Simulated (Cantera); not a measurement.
Charge: 1 mol trisilylamine, 0.26 mol N₂, 0.12 mol H₂, equilibrated at 0.133 bar.

Method: chemical equilibrium by Gibbs-energy minimisation in Cantera with the NASA 1993 tables (ideal gas, pure condensed phases). Candidate condensed phases: Si, Si₃N₄; 18 gas species. The feed counts by its element totals alone. Mutual solubility and eutectic melting of coexisting phases are not modelled. Gases not in the tables: Si₂H₆ and higher silanes. Kinetics and transport are ignored.

Q: Which condensed phases are stable at each of these points (T (°C)): 475, 625, 775, 925, 1075, 1225, 1375, 1525, 1675?

A: 
| T (°C) | condensed phases | Si condensed (%) |
|---|---|---|
| 475 | Si(s) + Si₃N₄(s) | 100.0 |
| 625 | Si(s) + Si₃N₄(s) | 100.0 |
| 775 | Si(s) + Si₃N₄(s) | 100.0 |
| 925 | Si(s) + Si₃N₄(s) | 100.0 |
| 1075 | Si(s) + Si₃N₄(s) | 100.0 |
| 1225 | Si(s) + Si₃N₄(s) | 100.0 |
| 1375 | Si(s) + Si₃N₄(s) | 100.0 |
| 1525 | Si(l) + Si₃N₄(s) | 100.0 |
| 1675 | Si(l) | 99.9 |

From 475 °C to 1375 °C the condensed part is Si(s) + Si₃N₄(s). At 1525 °C the condensed part is Si(l) + Si₃N₄(s). At 1675 °C the condensed part is Si(l).
